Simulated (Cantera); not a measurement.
Cantera run, input and output.

```python
import numpy as np
import cantera as ct

gas = ct.Solution("gri30.yaml")
gas.TPX = 1925, 180000, {'CH4': 1, 'H2O': 0.8}
reactor = ct.IdealGasConstPressureReactor(gas, energy="off", clone=False)
net = ct.ReactorNet([reactor])
net.rtol, net.atol = 1e-08, 1e-18
show = ['CH4', 'H2O', 'OH', 'C2H2', 'O', 'C2H4']
times = np.geomspace(0.0002, 2, 13)

steps = ct.SolutionArray(gas, extra=["t"])
rows = []
print(f"{'t/s':>10s}{'T/K':>9s}{'P/Pa':>11s}" + "".join(f"{s:>11s}" for s in show))
for t in times:
    while net.time < t:
        t_next = net.step()
        steps.append(gas.state, t=t_next)
    rows.append([np.interp(t, steps.t, y) for y in (steps.T, steps.P, *steps(*show).X.T)])
    print(f"{t:10.3e}{rows[-1][0]:9.1f}{rows[-1][1]:11.4g}" + "".join(f"{x:11.3e}" for x in rows[-1][2:]))
rate = np.gradient(steps.T, steps.t)
print("integrator steps:", len(steps.t))
if steps.T.max() > steps.T[0] + 200:
    print(f"time of steepest temperature rise: {steps.t[rate.argmax()]:.4e} s")
gas.TPX = 1925, 180000, {'CH4': 1, 'H2O': 0.8}
gas.equilibrate("TP")
print(f"equilibrium (TP): T = {gas.T:.1f} K  " + "  ".join(f"{s} {gas[s].X[0]:.3e}" for s in show))
```

It prints:

```
       t/s      T/K       P/Pa        CH4        H2O         OH       C2H2          O       C2H4
 2.000e-04   1925.0    1.8e+05  2.185e-01  3.475e-01  2.947e-05  9.581e-02  9.753e-09  9.590e-03
 4.309e-04   1925.0    1.8e+05  1.376e-01  3.182e-01  2.658e-05  1.253e-01  7.385e-09  3.943e-03
 9.283e-04   1925.0    1.8e+05  7.981e-02  2.927e-01  2.462e-05  1.418e-01  6.270e-09  2.198e-03
 2.000e-03   1925.0    1.8e+05  4.548e-02  2.664e-01  2.276e-05  1.456e-01  5.755e-09  1.706e-03
 4.309e-03   1925.0    1.8e+05  2.974e-02  2.327e-01  1.987e-05  1.365e-01  5.283e-09  1.533e-03
 9.283e-03   1925.0    1.8e+05  2.351e-02  1.873e-01  1.548e-05  1.167e-01  4.483e-09  1.359e-03
 2.000e-02   1925.0    1.8e+05  1.881e-02  1.341e-01  1.060e-05  9.129e-02  3.444e-09  1.122e-03
 4.309e-02   1925.0    1.8e+05  1.391e-02  8.298e-02  6.304e-06  6.634e-02  2.333e-09  8.566e-04
 9.283e-02   1925.0    1.8e+05  9.612e-03  4.268e-02  3.149e-06  4.644e-02  1.315e-09  6.222e-04
 2.000e-01   1925.0    1.8e+05  6.578e-03  1.663e-02  1.205e-06  3.352e-02  5.492e-10  4.594e-04
 4.309e-01   1925.0    1.8e+05  4.970e-03  3.771e-03  2.709e-07  2.714e-02  1.294e-10  3.761e-04
 9.283e-01   1925.0    1.8e+05  4.507e-03  2.431e-04  1.743e-08  2.540e-02  8.479e-12  3.530e-04
 2.000e+00   1925.0    1.8e+05  4.476e-03  6.173e-06  4.427e-10  2.528e-02  2.676e-13  3.514e-04
integrator steps: 1789
equilibrium (TP): T = 1925.0 K  CH4 4.475e-03  H2O 5.505e-06  OH 3.949e-10  C2H2 2.528e-02  O 2.446e-13  C2H4 3.514e-04
```

Computed with Cantera and GRI-Mech 3.0 (53 species, 325 reactions).
